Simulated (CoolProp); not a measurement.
The numbers come from the reference Helmholtz-energy equation of state, Lemmon 2006 in CoolProp. It is a short technical equation, of lower accuracy than the large ones.

Task: Give the vapour pressure (kPa), enthalpy of vaporisation (kJ/kg), vapour viscosity (µPa s) of saturated C2F6 (R116) at 209.4 K.

Result: 
```
T (K)  p (kPa)  enthalpy of vaporisation (kJ/kg)  vapour viscosity (µPa s)
-----  -------  --------------------------------  ------------------------
209.4      206                               110                      9.76
```

Viscosity comes from a separate model (Huber 2003), an estimate that may be off by 10 % or more.
